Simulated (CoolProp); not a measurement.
100 sccm (0 °C, 1 atm) of nitrogen bubbles through liquid octamethyltrisiloxane (MDM) at 311 K and leaves saturated at a total pressure of 0.0108 MPa (ideal gas phase). Each further row changes one setting.

Model: reference Helmholtz-energy equation of state, Thol 2017, in CoolProp.

```
case                       vapour pressure (kPa)  mole fraction of vapour  delivery (mg/min)  delivery (sccm)  change of delivery for a bath 1 K warmer (%)
-------------------------  ---------------------  -----------------------  -----------------  ---------------  --------------------------------------------
as stated                                   1.11                    0.103                121       (withheld)                                           6.8
bath temperature 316 K                (withheld)                    0.137                167             15.9                                           6.8
total pressure 0.0216 MPa                   1.11               (withheld)         (withheld)             5.41                                           6.4
```

Problem. What belongs in the gaps?

Solution. 
- as stated, delivery (sccm): 11.4
- bath temperature 316 K, vapour pressure (kPa): 1.48
- total pressure 0.0216 MPa, mole fraction of vapour: 0.0513
- total pressure 0.0216 MPa, delivery (mg/min): 57.1
